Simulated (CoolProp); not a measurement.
A simple Rankine cycle with water: condensing at 333.15 K, boiler at 12.1 MPa, turbine inlet 613.2 K, turbine efficiency 0.7, pump efficiency 0.8, no recuperator. Each further row changes one setting.

Computed with CoolProp (reference Helmholtz-energy equation of state, Wagner 2002).

```
case                             thermal efficiency (%)  net work (kJ/kg)  heat in (kJ/kg)  turbine exit temperature (K)  volume ratio over the turbine
-------------------------------  ----------------------  ----------------  ---------------  ----------------------------  -----------------------------
as stated                                          25.2                 …             2520                         333.1                            384
turbine inlet 633.2 K                                 …               668             2630                         333.1                            356
condensing temperature 325.15 K                       …                 …                …                         325.2                              …
boiler pressure 8.47 MPa                           24.6               658             2680                         333.1                            244
turbine efficiency 0.6                                …               542             2520                         333.1                            403
```

Task: What belongs in the gaps?

Result: 
- as stated, net work (kJ/kg): 634
- turbine inlet 633.2 K, thermal efficiency (%): 25.4
- condensing temperature 325.15 K, thermal efficiency (%): 25.9
- condensing temperature 325.15 K, net work (kJ/kg): 662
- condensing temperature 325.15 K, heat in (kJ/kg): 2560
- condensing temperature 325.15 K, volume ratio over the turbine: 546
- turbine efficiency 0.6, thermal efficiency (%): 21.5

The expansion ends wet for: as stated; turbine inlet 633.2 K; condensing temperature 325.15 K; boiler pressure 8.47 MPa; turbine efficiency 0.6.
